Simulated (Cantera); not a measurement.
A freely propagating, adiabatic, planar premixed flame of 21.7 % H₂, 16.4 % O₂, 61.8 % N₂, equivalence ratio 0.66, unburnt at 450 K and 100000 Pa; mixture-averaged transport, grid criteria slope 0.08 and curve 0.16, no radiation.

Model: the H2/O2 subset of GRI-Mech 3.0, which has no nitrogen chemistry, integrated in Cantera. Burning velocities carry a grid error of a few per cent, more on coarse grids. Lean hydrogen flames are cellular in practice and burn faster than this planar one.

Problem. Predict: laminar burning velocity; thermal thickness; peak x(OH); peak x(O); peak x(H₂O₂); peak x(HO₂).

Solution. 
```
Item                         Value
------------------------  --------
laminar burning velocity  253 cm/s
thermal thickness         0.385 mm
peak x(OH)                  0.0113
peak x(O)                  0.00985
peak x(H₂O₂)               5.00e-5
peak x(HO₂)               0.000381
```
